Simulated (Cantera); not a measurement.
Standard-state values (1 bar) from the NASA 1993 polynomials, evaluated with Cantera. Values are per mole of reaction as written; species without (g) are pure solids or liquids, kept so even where they would boil at 1 bar. TaC: taken at fixed stoichiometry.

Question: Between 2400 and 2775 K, where is each reaction favourable under standard conditions?
- 4 TaC + 7 O₂(g) → 4 CO(g) + 2 Ta₂O₅
- TaC + CO₂(g) → Ta + 2 CO(g)
- Ta₂O₅ → 2 TaO₂(g) + O(g)

Answer: 
- 4 TaC + 7 O₂(g) → 4 CO(g) + 2 Ta₂O₅: ΔG° is -2852 kJ at 2400 K and -2738 kJ at 2775 K; it stays negative (K > 1). ΔH° is -3559 kJ and ΔS° -296 J/K at 2775 K.
- TaC + CO₂(g) → Ta + 2 CO(g): ΔG° is -102 kJ at 2400 K and -163 kJ at 2775 K; it stays negative (K > 1). ΔH° is 286 kJ and ΔS° 162 J/K at 2775 K.
- Ta₂O₅ → 2 TaO₂(g) + O(g): ΔG° is 645 kJ at 2400 K and 491 kJ at 2775 K; it stays positive (K < 1). ΔH° is 1610 kJ and ΔS° 403 J/K at 2775 K.
